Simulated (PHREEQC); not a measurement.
A solution holds 0.0015 mol/kgw HF, 9.8e-05 mol/kgw NH4F and 0.0016 mol/kgw HCl, at 25 °C. Closed to the air; pH follows from the charge balance.

Model: ion-association model, phreeqc.dat, run in PHREEQC.

This is a speciation only: nothing precipitates in the calculation.

Task: Predict the pH, ionic strength.

Result: pH 2.73; ionic strength 0.00204 mol/kgw.

Task: In which forms is F present?

Result: HF 72 %, F- 27 % of the F.
